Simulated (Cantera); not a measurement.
A freely propagating, adiabatic, planar premixed flame of CH4 : C2H6 : C3H8 : O2 : N2 = 1 : 0.078 : 0.13 : 3.28 : 15.8 (molar parts), equivalence ratio 0.89, unburnt at 700 K and 345 Torr; mixture-averaged transport, grid criteria slope 0.08 and curve 0.16, no radiation.

Model: GRI-Mech 3.0 (53 species, 325 reactions), integrated in Cantera. GRI-Mech 3.0 was tuned for natural gas; its chemistry of propane as a main component is partial and can be far from experiment. Burning velocities carry a grid error of a few per cent, more on coarse grids.

Q: Predict: laminar burning velocity; thermal thickness; peak x(HCO); peak x(CH2); peak x(C2H4).

A: 
| Quantity | Value |
|---|---|
| laminar burning velocity | 151 cm/s |
| thermal thickness | 0.743 mm |
| peak x(HCO) | 6.01e-5 |
| peak x(CH2) | 3.95e-5 |
| peak x(C2H4) | 0.00251 |
